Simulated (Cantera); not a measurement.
Charge: 1 mol B2H6, 13 mol N2, held at 1827 °C and 0.0470 bar.

Method: chemical equilibrium by Gibbs-energy minimisation in Cantera with the NASA 1993 tables (ideal gas, pure condensed phases). Candidate condensed phases: B, BN; 15 gas species. The feed counts by its element totals alone. The tables' values for BH2 are old estimates; treat these amounts as uncertain. Kinetics and transport are ignored.

Base state: N2 0.797, H2 0.196, H 0.00637, BH2 1.81e-5 (mole fractions); condensed: BN(s).

Task: What changes in the equilibrium state with this change: temperature from 1827 °C to 1777 °C?

Result: 
| species | before | after |
|---|---|---|
| N2 | 0.797 | 0.798 |
| H2 | 0.196 | 0.197 |
| H | 0.00637 | 0.00465 |
| BH2 | 1.81e-5 | 9.84e-6 |
| BN(s), mol | 2.00 | 2.00 |

Task: What changes in the equilibrium state with this change: temperature from 1827 °C to 1927 °C?

Result: 
| species | before | after |
|---|---|---|
| N2 | 0.797 | 0.795 |
| H2 | 0.196 | 0.193 |
| H | 0.00637 | 0.0114 |
| BH2 | 1.81e-5 | 5.57e-5 |
| B | 1.58e-6 | 1.27e-5 |
| BN(s), mol | 2.00 | 2.00 |
